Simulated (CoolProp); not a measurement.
Vapour-liquid equilibrium of propylene (1) + n-heptane (2) at 2.95 bar; x and y are mole fractions of (1).

Model: multi-fluid Helmholtz-energy mixture model, Lemmon 2013 and Span 2003; pair parameters Bell 2016, in CoolProp.

Task: Give the bubble temperature and the first vapour's composition at x = 0.05, 0.2, 0.65. Is there an azeotrope?

Result: x = 0.05: 104.2 °C, y = 0.590; x = 0.2: 34.2 °C, y = 0.971; x = 0.65: -10.7 °C, y = 0.999. No azeotrope shows between x = 0.05 and 0.95.

The pair parameters rest on a limited set of measurements; away from them the model extrapolates. The gap from Raoult's law changes sign with composition, which may be real or a fault of the pair parameters; it wasn't checked against measurements.
